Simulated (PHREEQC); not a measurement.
Dissolve 0.014 mol CdBr2 per kg of water at 25 °C. It is in equilibrium with CO2 at log p = -3.4 (atm). Otherwise closed; pH follows from the charge balance.

All values are PHREEQC results (ion-association model, wateq4f.dat), not measurements.

No solid was allowed to form.

Task: Order these Cd species by the share of Cd that they hold, largest first: CdBr+, CdBr2, Cd+2.

Result: CdBr+ (58 %), Cd+2 (38 %), CdBr2 (4.3 %)

Task: Order these C species by the share of C that they hold, largest first: HCO3-, CO2, CdHCO3+.

Result: CO2 (82 %), HCO3- (16 %), CdHCO3+ (1.5 %)

The pH is 5.58 and the ionic strength 0.0240 mol/kgw.
